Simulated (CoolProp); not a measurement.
Values from CoolProp's reference Helmholtz-energy equation of state, Lemmon 2013.

Question: For propylene, give the phase and the speed of sound (m/s), viscosity (µPa s) at 390.7 K and 19 MPa.

Answer: 
- 390.7 K and 19 MPa: supercritical; speed of sound 561, viscosity 64.9

Viscosity comes from a separate model (Huber 2003), an estimate that may be off by 10 % or more.
